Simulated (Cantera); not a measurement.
Charge: 1 mol Hg, 1.2 mol H2, held at 93.0 Pa.

Method: chemical equilibrium by Gibbs-energy minimisation in Cantera with the NASA 1993 tables (ideal gas, pure condensed phases). Candidate condensed phases: Hg; 3 gas species. Kinetics and transport are ignored. All values below are at 727 °C.

Base state: H2 0.545, Hg 0.455 (mole fractions); condensed: gas only.

### Question
What changes in the equilibrium state with this change: Hg replaced by HgO?

### Answer
| species | before | after |
|---|---|---|
| H2O | 0 | 0.455 |
| Hg | 0.455 | 0.455 |
| H2 | 0.545 | 0.0909 |
Further candidate phases: H2O, HgO.
